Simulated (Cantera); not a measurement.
What does this Cantera script print?

```python
import numpy as np
import cantera as ct

gas_names = """
    H HNO HNO2 HNO3 HO2 H2 H2O H2O2 H2S H2SO4 N NH NH2 NH3 NH2OH NO NO2 NO3 N2 N2H2 N2H4 N2O O OH O2 O3
    S SH SN SO SO2 SO3 S2 S2O S8
""".split()
cond_names = """
    H2O(s) H2O(L) H2SO4(L) S(cr1) S(cr2) S(L)
""".split()


# ... load() reads the species with a 1 bar reference pressure and builds the phases ...
atoms = {
    'SO2': {'S': 1, 'O': 2},
    'H2': {'H': 2},
    'N2': {'N': 2},
}
top_T = {}  # K; cautious upper limits of use, not melting points


# ... equilibrate(T, P, feed) seeds the gas with the atoms and calls Mixture.equilibrate('TP', solver="vcs", rtol=1e-11, max_steps=5000) ...
results = []
feed = {'SO2': 1, 'H2': 9.2, 'N2': 8.8}  # mol
P = 9300000  # Pa
for T in [1700, 1800, 1900, 2000, 2100, 2200, 2300]:
    mix = equilibrate(T, P, feed)
    results.append((T, P, feed, dict(zip(mix.species_names, mix.species_moles))))

top = {s: max(r[3][s] / sum(r[3][g] for g in gas_names) for r in results) for s in gas_names}
cols = sorted((s for s in top if top[s] > 0.0001), key=lambda s: -top[s])[:8]
seen = [c for c in cond_names if any(r[3].get(c, 0) > 1e-12 for r in results)]
print("log10 of partial pressures in bar; condensed amounts in mol")
print(f"{'T/K':>10s}" + "".join(f"{s[:9]:>10s}" for s in cols + seen))
for T, P, feed, n in results:
    ng = sum(n[g] for g in gas_names)
    print(f"{T:10.4g}" + "".join(f"{np.log10(max(n[s] / ng * P / 1e5, 1e-99)):10.3f}" for s in cols)
          + "".join(f"{n.get(c, 0):10.4g}" for c in seen))
```

Output:

```
log10 of partial pressures in bar; condensed amounts in mol
       T/K        N2        H2       H2O       H2S        SH        S2         H       NH3
      1700     1.658     1.505     1.014     0.710    -1.718    -1.968    -3.079    -1.352
      1800     1.657     1.506     1.014     0.706    -1.441    -1.667    -2.693    -1.448
      1900     1.657     1.506     1.014     0.701    -1.196    -1.403    -2.347    -1.532
      2000     1.657     1.507     1.014     0.692    -0.979    -1.173    -2.035    -1.608
      2100     1.657     1.508     1.013     0.679    -0.788    -0.976    -1.752    -1.675
      2200     1.656     1.510     1.012     0.661    -0.621    -0.810    -1.494    -1.735
      2300     1.656     1.512     1.011     0.639    -0.475    -0.671    -1.258    -1.790
```

Cantera equilibrium calculation (NASA polynomials, part measured and part estimated; ideal gas, pure solids and liquids). The ideal-gas law is rough above about 30 bar.
